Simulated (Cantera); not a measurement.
What does this Cantera script print?

```python
import numpy as np
import cantera as ct

gas_names = """
    N2O VO2 NO
""".split()
cond_names = """
    V2O5(s) V2O5(L)
""".split()


# ... load() reads the species with a 1 bar reference pressure and builds the phases ...
species = {s.name: s for s in load("nasa_gas.yaml", gas_names) + load("nasa_condensed.yaml", cond_names)}
# Each term lists the table entries of one substance; the one whose range holds T is used.
reactions = {
    'N2O(g) + V2O5 = 2 VO2(g) + 2 NO(g)':
        [(-1, ['N2O']), (-1, ['V2O5(s)', 'V2O5(L)']), (2, ['VO2']), (2, ['NO'])],
}


def pick(names, T):
    return next(species[n] for n in names if species[n].thermo.min_temp <= T <= species[n].thermo.max_temp)


results = []
for label, terms in reactions.items():
    print(label)
    print("     T/K   dH/kJ  dS/(J/K)   dG/kJ   log10 K")
    for T in [1875, 2025, 2175, 2325, 2475, 2625, 2775]:
        used = [(nu, pick(names, T)) for nu, names in terms]
        dH = sum(nu * s.thermo.h(T) for nu, s in used) / 1e6
        dS = sum(nu * s.thermo.s(T) for nu, s in used) / 1e3
        dG = dH - T * dS / 1e3
        logK = -dG * 1e6 / (ct.gas_constant * T * np.log(10))
        results.append((label, T, dH, dS, dG, logK, [s.name for _, s in used]))
        print(f"{T:8g} {dH:8.1f} {dS:8.1f} {dG:8.1f} {logK:8.2f}")
```

Output:

```
N2O(g) + V2O5 = 2 VO2(g) + 2 NO(g)
     T/K   dH/kJ  dS/(J/K)   dG/kJ   log10 K
    1875   1030.4    436.7    211.7    -5.90
    2025   1020.9    431.8    146.5    -3.78
    2175   1011.4    427.3     82.1    -1.97
    2325   1001.9    423.0     18.3    -0.41
    2475    992.5    419.1    -44.8     0.95
    2625    983.0    415.4   -107.4     2.14
    2775    973.5    411.9   -169.4     3.19
```

Standard-state values (1 bar) from the NASA 1993 polynomials, evaluated with Cantera. Condensed species are held in their standard states even where they would react or evaporate.
